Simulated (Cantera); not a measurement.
Standard-state values (1 bar) from the NASA 1993 polynomials, evaluated with Cantera. Values are per mole of reaction as written; species without (g) are pure solids or liquids, kept so even where they would boil at 1 bar.

Task: Between 398 and 898 K, where is each reaction favourable under standard conditions?
- S2(g) + 2 Ca(OH)2 ⇌ 2 H2O2(g) + 2 CaS
- CaS + 5 O(g) + 2 H(g) ⇌ SO3(g) + Ca(OH)2

Result: 
- S2(g) + 2 Ca(OH)2 ⇌ 2 H2O2(g) + 2 CaS: ΔG° is 551 kJ at 398 K and 472 kJ at 898 K; it stays positive (K < 1). ΔH° is 601 kJ and ΔS° 144 J/K at 898 K.
- CaS + 5 O(g) + 2 H(g) ⇌ SO3(g) + Ca(OH)2: ΔG° is -2291 kJ at 398 K and -1901 kJ at 898 K; it stays negative (K > 1). ΔH° is -2607 kJ and ΔS° -786 J/K at 898 K.
